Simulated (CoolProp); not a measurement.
Properties of ethylene along the isotherm -2.85 °C (Tc = 9.2 °C, pc = 5042 kPa, ω = 0.087).

Model: reference Helmholtz-energy equation of state, Smukala 2000, in CoolProp.

```
p (kPa)   phase  density (kg/m³)  cv (kJ/(kg K))  isothermal compressibility (1/MPa)  fugacity coefficient
-------  ------  ---------------  --------------  ----------------------------------  --------------------
840         gas            11.24           1.176                               1.281                0.9364
1680        gas            24.48           1.222                              0.7088                0.8735
2520        gas            41.03           1.288                              0.5517                0.8108
3360        gas            64.60           1.407                              0.5610                0.7468
4200     liquid            362.3           1.461                             0.04910                0.6556
5040     liquid            374.6           1.431                             0.03283                0.5621
5880     liquid            383.7           1.416                             0.02521                0.4953
6720     liquid            391.1           1.406                             0.02067                0.4453
7560     liquid            397.4           1.399                             0.01762                0.4065
8400     liquid            403.0           1.395                             0.01541                0.3755
9240     liquid            407.9           1.391                             0.01373                0.3503
10100    liquid            412.5           1.389                             0.01238                0.3290
10900    liquid            416.4           1.387                             0.01135                0.3123
11800    liquid            420.5           1.386                             0.01040                0.2963
12600    liquid            423.9           1.385                            0.009686                0.2842
```
